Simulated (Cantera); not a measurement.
A closed system holds: 1 mol SiH2Cl2, 0.43 mol HCl, 7.9 mol N2, equilibrated at 677 °C and 0.133 bar.

Equilibrium computed with Cantera from the NASA thermochemical tables; the gas is ideal and each condensed phase is pure. Candidate condensed phases: NH4Cl, Si, Si3N4; 28 gas species. N2 is the only nitrogen source here; it is nearly inert below about 1500 K, so the nitride shown seldom forms there in practice. Rates play no part.

Base state: N2 0.774, HCl 0.141, H2 0.0563, SiCl4 0.0281, SiHCl3 5.15e-5 (mole fractions); condensed: Si3N4(s).

**Question.** What changes in the equilibrium state with this change: temperature from 677 °C to 1102 °C?

**Answer.** 
```tsv
species	before	after
N2	0.774	0.769
HCl	0.141	0.161
H2	0.0563	0.0459
SiCl4	0.0281	0.0200
SiCl2	3.27e-8	0.00161
SiCl3	5.25e-6	0.00265
SiHCl3	5.15e-5	0.000365
Si3N4(s), mol	0.243	0.254
```
The tables' values for SiCl3 are old estimates; treat these amounts as uncertain.

**Question.** What changes in the equilibrium state with this change: SiH2Cl2 replaced by SiHCl3?

**Answer.** 
| species | before | after |
|---|---|---|
| N2 | 0.774 | 0.807 |
| HCl | 0.141 | 0.108 |
| SiCl4 | 0.0281 | 0.0636 |
| H2 | 0.0563 | 0.0216 |
| SiHCl3 | 5.15e-5 | 5.84e-5 |
| Si3N4(s), mol | 0.243 | 0.133 |
